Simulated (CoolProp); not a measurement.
Properties of isopentane along the isotherm 393.5 K (Tc = 460.3 K, pc = 3378 kPa, ω = 0.227).

Model: reference Helmholtz-energy equation of state, Lemmon 2006, in CoolProp. It is a short technical equation, of lower accuracy than the large ones.

| p (kPa) | phase | density (kg/m³) | expansivity (1/kK) | fugacity coefficient |
|---|---|---|---|---|
| 507 | gas | 12.33 | 3.506 | 0.9144 |
| 1010 | gas | 28.18 | 5.612 | 0.8290 |
| 1520 | liquid | 500.4 | 3.282 | 0.5973 |
| 2030 | liquid | 503.0 | 3.153 | 0.4574 |
| 2530 | liquid | 505.4 | 3.041 | 0.3751 |
| 3040 | liquid | 507.7 | 2.937 | 0.3192 |
| 3550 | liquid | 509.9 | 2.845 | 0.2794 |
| 4050 | liquid | 512.1 | 2.762 | 0.2503 |
| 4560 | liquid | 514.1 | 2.684 | 0.2272 |
| 5070 | liquid | 516.1 | 2.613 | 0.2089 |
